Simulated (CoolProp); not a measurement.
Vapour-liquid equilibrium of propane (1) + R114 (2) at 1.22 MPa; x and y are mole fractions of (1).

The numbers come from the multi-fluid Helmholtz-energy mixture model, Lemmon 2009 and Platzer 1990; pair parameters Bell 2016 in CoolProp. This equation is an older, rougher fit; its heat capacities, sound speeds and derivatives of the liquid may be far off and weren't checked against measurements.

Give the bubble temperature and the first vapour's composition at x = 0.05, 0.35, 0.95. Is there an azeotrope?

x = 0.05: 360.2 K, y = 0.125; x = 0.35: 335.2 K, y = 0.602; x = 0.95: 309.8 K, y = 0.977. No azeotrope shows between x = 0.05 and 0.95.

Pair parameters are fitted to limited data, so mixtures are less certain than the pure fluids.
